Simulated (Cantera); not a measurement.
An isothermal, constant-pressure homogeneous reactor starts with 39.4 % CH4, 16.9 % CO2, 43.3 % H2, 0.386 % H2O, at 2123 K and 100.0 Torr.

Detailed kinetics in Cantera: GRI-Mech 3.0 (53 species, 325 reactions). GRI-Mech 3.0 stops at C3 and has no aromatics, soot or wall deposition, so with more carbon than oxygen in the feed, carbon stays in small species such as C2H2 where larger ones or solid carbon would form.

x: mole fraction; the columns are a selection and need not sum to one.

```csv
t (s),x CH4,x CO2,x H2,x HO2,x CH2CO,x O
6.00e-6,0.391,0.169,0.434,2.02e-12,1.21e-11,6.41e-10
2.16e-5,0.385,0.168,0.435,6.35e-12,1.42e-9,2.84e-9
7.75e-5,[?],0.162,0.453,1.03e-11,[?],[?]
0.000278,0.161,0.117,0.571,1.96e-11,2.06e-5,9.23e-8
0.00100,[?],[?],0.619,2.70e-11,[?],[?]
0.00360,0.00972,0.00478,0.626,2.13e-11,7.40e-5,3.26e-7
0.0129,0.00556,0.00262,0.662,6.62e-12,3.25e-5,2.24e-7
0.0464,0.00217,0.000505,0.696,<1e-12,4.56e-6,5.09e-8
0.167,0.000259,1.67e-6,0.704,<1e-12,6.37e-8,1.93e-10
0.600,0.000159,1.19e-8,0.704,<1e-12,3.13e-8,2.34e-12
2.15,0.000159,1.19e-8,0.704,<1e-12,3.13e-8,2.34e-12
7.74,0.000159,1.19e-8,0.704,<1e-12,3.13e-8,2.34e-12
27.8,0.000159,1.19e-8,0.704,<1e-12,3.13e-8,2.34e-12
100,0.000159,1.19e-8,0.704,<1e-12,3.13e-8,2.34e-12
```

### Question
Fill in the missing entries.

### Answer

- 7.75e-5, x CH4: 0.342
- 7.75e-5, x CH2CO: 3.32e-7
- 7.75e-5, x O: 2.75e-8
- 0.00100, x CH4: 0.0432
- 0.00100, x CO2: 0.0449
- 0.00100, x CH2CO: 6.39e-5
- 0.00100, x O: 1.83e-7
